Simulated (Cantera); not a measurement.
# Si2H6 + HCl + H2 (silicon epitaxy and polysilicon growth)

A closed system holds: 1 mol Si2H6, 0.14 mol HCl, 13 mol H2, at 71.0 mbar.

Cantera equilibrium calculation (NASA polynomials, part measured and part estimated; ideal gas, pure solids and liquids). Candidate condensed phases: Si; 19 gas species. The feed counts by its element totals alone. The tables' values for SiCl3 are old estimates; treat these amounts as uncertain. Equilibrium is a limit: real reactors are often held back by kinetics, nucleation or transport.

From 552 °C to 1352 °C the condensed part is Si(s). The main Si-bearing gas is SiHCl3 at 552 °C and SiCl2 at 1352 °C.

```json
[
 {"T (°C)": "552", "log p H2": "-1.15", "log p HCl": "-4.06", "log p SiHCl3": "-4.13", "log p SiCl4": "-4.13", "log p H": "-11.68", "log p SiCl2": "-6.93", "log p SiH2Cl2": "-5.20", "n Si(s)": "1.96"},
 {"T (°C)": "652", "log p H2": "-1.15", "log p HCl": "-3.62", "log p SiHCl3": "-4.28", "log p SiCl4": "-4.30", "log p H": "-10.16", "log p SiCl2": "-5.92", "log p SiH2Cl2": "-5.26", "n Si(s)": "1.97"},
 {"T (°C)": "752", "log p H2": "-1.15", "log p HCl": "-3.34", "log p SiHCl3": "-4.63", "log p SiCl4": "-4.76", "log p H": "-8.94", "log p SiCl2": "-5.28", "log p SiH2Cl2": "-5.46", "n Si(s)": "1.99"},
 {"T (°C)": "852", "log p H2": "-1.15", "log p HCl": "-3.25", "log p SiHCl3": "-5.31", "log p SiCl4": "-5.65", "log p H": "-7.93", "log p SiCl2": "-5.02", "log p SiH2Cl2": "-5.89", "n Si(s)": "2.00"},
 {"T (°C)": "952", "log p H2": "-1.15", "log p HCl": "-3.23", "log p SiHCl3": "-6.07", "log p SiCl4": "-6.65", "log p H": "-7.08", "log p SiCl2": "-4.92", "log p SiH2Cl2": "-6.37", "n Si(s)": "2.00"},
 {"T (°C)": "1052", "log p H2": "-1.15", "log p HCl": "-3.23", "log p SiHCl3": "-6.75", "log p SiCl4": "-7.54", "log p H": "-6.36", "log p SiCl2": "-4.87", "log p SiH2Cl2": "-6.81", "n Si(s)": "2.00"},
 {"T (°C)": "1152", "log p H2": "-1.15", "log p HCl": "-3.23", "log p SiHCl3": "-7.34", "log p SiCl4": "-8.31", "log p H": "-5.74", "log p SiCl2": "-4.83", "log p SiH2Cl2": "-7.18", "n Si(s)": "2.00"},
 {"T (°C)": "1252", "log p H2": "-1.15", "log p HCl": "-3.23", "log p SiHCl3": "-7.85", "log p SiCl4": "-8.99", "log p H": "-5.20", "log p SiCl2": "-4.80", "log p SiH2Cl2": "-7.51", "n Si(s)": "2.00"},
 {"T (°C)": "1352", "log p H2": "-1.15", "log p HCl": "-3.24", "log p SiHCl3": "-8.30", "log p SiCl4": "-9.58", "log p H": "-4.73", "log p SiCl2": "-4.77", "log p SiH2Cl2": "-7.80", "n Si(s)": "2.00"}
]
```
log p: log10 of the partial pressure in bar; n: condensed amount in mol.
